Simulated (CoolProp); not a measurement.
A Linde-Hampson liquefier for nitrogen: isothermal reversible compression at 290 K from 1 atm to 15 MPa, throttling to 1 atm, return gas leaving the recuperator 10 K below the feed. Each further row changes one setting.

The numbers come from the reference Helmholtz-energy equation of state, Span 2000 in CoolProp.

| case | liquid yield per pass | compression work (kJ/kg of gas) |
|---|---|---|
| as stated | 0.045 | 429 |
| high pressure 30 MPa | 0.076 | 493 |
| warm-end temperature 320 K | 0.027 | 476 |
| warm-end gap 15 K | 0.032 | 429 |
